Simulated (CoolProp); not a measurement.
Carbon monoxide along the isotherm 142.3 K: Z from the reference equation and from simpler models built on Tc = 132.9 K, pc = 3.498 MPa, ω = 0.050; each cubic takes its own stable root.

Model: reference Helmholtz-energy equation of state, Lemmon 2006, in CoolProp. It is a short technical equation, of lower accuracy than the large ones.

```
p (MPa)          phase  reference
-------  -------------  ---------
0.656              gas     0.9473
1.31               gas     0.8909
1.97               gas     0.8290
2.62               gas     0.7613
3.28               gas     0.6829
3.94     supercritical     0.5890
4.59     supercritical     0.4730
5.25     supercritical     0.3727
```

How far does each simpler model (Redlich-Kwong, Peng-Robinson) lie from the reference over these 8 states: mean and median of the absolute difference, and the worst?


- Redlich-Kwong: mean 1.3 %, median 0.5 %, worst +7.0 % at 142.3 K and 5.25 MPa
- Peng-Robinson: mean 2.9 %, median 2.9 %, worst -4.9 % at 142.3 K and 3.94 MPa
